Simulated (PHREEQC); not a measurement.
Dissolve 120 mmol/kgw KHCO3 and 67 mmol/kgw NaOH at 25 °C. Closed to the air; pH follows from the charge balance.

All values are PHREEQC results (ion-association model, wateq4f.dat), not measurements.

No solid was allowed to form.

Question: Order these Na species by the share of Na that they hold, largest first: Na+, NaCO3-, NaHCO3.

Answer: Na+ (77 %), NaCO3- (22 %), NaHCO3 (1.2 %)

The pH is 9.93 and the ionic strength 0.223 mol/kgw.
